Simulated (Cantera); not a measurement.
Cantera with NASA thermochemical tables; ideal gases at 1 bar, condensed phases pure. Values are per mole of reaction as written; species without (g) are pure solids or liquids, kept so even where they would boil at 1 bar.

Question: Between 300 and 575 K, where is each reaction favourable under standard conditions?
- 10 N₂(g) + P₄O₁₀ = 10 N₂O(g) + P₄(g)

Answer: 
- 10 N₂(g) + P₄O₁₀ = 10 N₂O(g) + P₄(g): ΔG° is 3784 kJ at 300 K and 3697 kJ at 575 K; it stays positive (K < 1). ΔH° is 3869 kJ and ΔS° 299 J/K at 575 K.
